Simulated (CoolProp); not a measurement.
Vapour-liquid equilibrium of diethyl ether (1) + acetone (2) at 404.8 K; x and y are mole fractions of (1).

Values from CoolProp's multi-fluid Helmholtz-energy mixture model, Thol 2014 and Lemmon 2006; pair parameters Bell 2016.

Question: Give the bubble pressure and the first vapour's composition at x = 0.575, 0.725, 0.875. Is there an azeotrope?

Answer: x = 0.575: 11.79 bar, y = 0.659; x = 0.725: 12.35 bar, y = 0.768; x = 0.875: 12.68 bar, y = 0.884. No azeotrope shows between x = 0.05 and 0.95.

The pair parameters rest on a limited set of measurements; away from them the model extrapolates.
